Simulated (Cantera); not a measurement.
Input (Python, Cantera):

```python
import numpy as np
import cantera as ct

gas = ct.Solution("gri30.yaml")
gas.TPX = 500, 37000, {'H2': 1, 'O2': 0.714, 'N2': 2.69, 'NO': 0.0088}
inlet = ct.Reservoir(gas, clone=True)
gas.equilibrate("HP")  # start burning
reactor = ct.IdealGasConstPressureReactor(gas, energy="on", clone=False)
exhaust = ct.Reservoir(gas, clone=True)
tau = [0.028, 0.012, 0.0054, 0.0024, 0.0011, 0.00047, 0.00021, 9.1e-05, 4e-05, 1.8e-05, 7.9e-06, 3.5e-06][0]
for a, b in ((inlet, reactor), (reactor, exhaust)):
    ct.MassFlowController(a, b, mdot=lambda t: reactor.mass / tau)
net = ct.ReactorNet([reactor])
show = ['H2', 'O2', 'NO', 'NO2', 'OH', 'N2O', 'O']

rows = []
print(f"{'tau/s':>10s}{'T/K':>9s}" + "".join(f"{s:>11s}" for s in show))
for tau in [0.028, 0.012, 0.0054, 0.0024, 0.0011, 0.00047, 0.00021, 9.1e-05, 4e-05, 1.8e-05, 7.9e-06, 3.5e-06]:
    net.initial_time = 0.0
    net.advance(30 * tau)
    before = gas.X
    net.advance(40 * tau)
    drift = np.max(np.abs(gas.X - before) / (gas.X + 1e-9))
    rows.append([gas.T, *gas[show].X, drift])
    print(f"{tau:10.3e}{gas.T:9.1f}" + "".join(f"{x:11.3e}" for x in gas[show].X))
```

Output:

```
     tau/s      T/K         H2         O2         NO        NO2         OH        N2O          O
 2.800e-02   2106.8  4.154e-03  5.329e-02  2.445e-03  5.822e-07  9.244e-03  1.451e-07  2.074e-03
 1.200e-02   2064.4  6.515e-03  5.360e-02  2.337e-03  4.011e-07  1.110e-02  1.207e-07  3.313e-03
 5.400e-03   2002.2  9.740e-03  5.431e-02  2.272e-03  2.881e-07  1.275e-02  9.787e-08  5.102e-03
 2.400e-03   1913.2  1.380e-02  5.564e-02  2.234e-03  2.214e-07  1.378e-02  8.007e-08  7.539e-03
 1.100e-03   1802.7  1.800e-02  5.764e-02  2.209e-03  1.871e-07  1.375e-02  6.820e-08  1.026e-02
 4.700e-04   1659.1  2.245e-02  6.079e-02  2.178e-03  1.687e-07  1.238e-02  5.950e-08  1.306e-02
 2.100e-04   1507.2  2.741e-02  6.536e-02  2.145e-03  1.604e-07  1.005e-02  5.371e-08  1.462e-02
 9.100e-05   1331.0  4.067e-02  7.528e-02  2.107e-03  1.537e-07  7.015e-03  4.754e-08  1.317e-02
 4.000e-05    500.0  2.266e-01  1.618e-01  1.994e-03  1.423e-16  8.261e-19  1.781e-20  3.669e-21
 1.800e-05    500.0  2.266e-01  1.618e-01  1.994e-03  9.561e-20  5.894e-22  1.241e-23  3.463e-22
 7.900e-06    500.0  2.266e-01  1.618e-01  1.994e-03  6.287e-21  5.798e-23  7.940e-25  1.711e-22
 3.500e-06    500.0  2.266e-01  1.618e-01  1.994e-03  4.776e-22  9.512e-24  5.045e-26  7.873e-23
```

Detailed kinetics in Cantera: GRI-Mech 3.0 (53 species, 325 reactions). The mechanism lacks 2 NO + O2 → 2 NO2 and HONO, so NO2 and the effect of NO are under-described below about 1400 K.
